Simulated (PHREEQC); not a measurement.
Make-up at 85 °C: 29 mmol/kgw Pb(NO3)2, 36 mmol/kgw MgSO4, 0.078 mmol/kgw Na2SO4 and 18 mmol/kgw ZnCl2. Closed to the air; pH follows from the charge balance.

Computed with PHREEQC (ion-association model, wateq4f.dat).

This is a speciation only: nothing precipitates in the calculation.

**Question.** What pH, ionic strength does the model give?

**Answer.** pH 4.94; ionic strength 0.156 mol/kgw.

**Question.** In which forms is Mg present?

**Answer.** Mg+2 56 %, MgSO4 44 % of the Mg.

The solution is supersaturated, for example in Larnakite, Anglesite, so a real one may precipitate; this is no full list. Away from 25 °C the constants follow the database's enthalpies or fits; those with neither stay at their 25 °C values.
